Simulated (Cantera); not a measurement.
Charge: 1 mol Si(CH3)4, 2.6 mol HCl, 3.6 mol H2, held at 1752 °C and 160 Pa.

These are equilibrium values from Cantera (NASA tables, ideal gas, pure condensed phases), not measurements of a reactor. Candidate condensed phases: C, C6H6, C7H8, C8H18, Si, SiC; 109 gas species. The tables' values for SiCl, SiCl3 are old estimates; treat these amounts as uncertain. Kinetics and transport are ignored.

Base state: H2 0.754, HCl 0.186, H 0.0418, Cl 0.00766, SiCl2 0.00643, Si 0.00219, C2H2 (acetylene) 0.000683, SiCl 0.000495 (mole fractions); condensed: C(graphite) + SiC(s).

Problem. What changes in the equilibrium state with this change: temperature from 1752 °C to 2350 °C?

Solution. 
```
species             before     after
----------------  --------  --------
H                   0.0418     0.541
H2                   0.754     0.264
Cl                 0.00766    0.0794
HCl                  0.186    0.0553
SiC2              0.000102    0.0136
Si                 0.00219    0.0374
C2                 2.70e-9  0.000181
C3                 3.18e-8   0.00192
C(graphite), mol      3.10      3.13
SiC(s), mol          0.882         0
```
The tables' values for SiCl are old estimates; treat these amounts as uncertain.

Problem. What changes in the equilibrium state with this change: Si(CH3)4 replaced by SiCl4?

Solution. 
```
species             before     after
----------------  --------  --------
HCl                  0.186     0.515
H2                   0.754     0.307
SiCl2              0.00643     0.113
Cl                 0.00766    0.0332
H                   0.0418    0.0267
C2H2 (acetylene)  0.000683         0
SiC2              0.000102         0
Si2C               6.65e-5         0
SiCl3              1.16e-5  0.000884
SiCl              0.000495   0.00201
C(graphite), mol      3.10         0
SiC(s), mol          0.882         0
```
